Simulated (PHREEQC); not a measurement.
Make-up at 20 °C: 12 mmol/kgw HF and 180 mmol/kgw NH3. Closed to the air; pH follows from the charge balance.

All values are PHREEQC results (ion-association model, phreeqc.dat), not measurements.

| Property | Result |
|---|---|
| pH | 10.59 |
| ionic strength | 0.0123 mol/kgw |
| specific conductance | 1340 µS/cm |
| total alkalinity | 168 meq/kg |

```tsv
species	molality	activity	log γ
NH3	0.168	0.168	0.001
NH4+	0.0123	0.0109	-0.051
F-	0.0120	0.0107	-0.050
OH-	0.000296	0.000264	-0.050
```

This is a speciation only: nothing precipitates in the calculation.
